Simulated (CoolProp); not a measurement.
Methanol along the isotherm 575.2 K: fugacity coefficient from the reference equation and from simpler models built on Tc = 513.4 K, pc = 82.16 bar, ω = 0.565; each cubic takes its own stable root.

Model: reference Helmholtz-energy equation of state, de Reuck 1993, in CoolProp.

| p (bar) | phase | reference |
|---|---|---|
| 0.65 | gas | 0.9984 |
| 1.1 | gas | 0.9973 |
| 1.85 | gas | 0.9955 |
| 3.12 | gas | 0.9923 |
| 5.27 | gas | 0.9871 |
| 8.89 | gas | 0.9781 |
| 15 | gas | 0.9629 |
| 25.3 | gas | 0.9372 |
| 42.7 | gas | 0.8935 |
| 72.1 | gas | 0.8209 |
| 122 | supercritical | 0.7035 |
| 205 | supercritical | 0.5373 |

**Question.** How far does each simpler model (Redlich-Kwong, Soave-Redlich-Kwong, Peng-Robinson) lie from the reference over these 12 states: mean and median of the absolute difference, and the worst?

**Answer.** 
- Redlich-Kwong: mean 1.6 %, median 0.6 %, worst -5.5 % at 575.2 K and 205 bar
- Soave-Redlich-Kwong: mean 0.8 %, median 0.1 %, worst +7.5 % at 575.2 K and 205 bar
- Peng-Robinson: mean 0.9 %, median 0.6 %, worst -2.7 % at 575.2 K and 122 bar
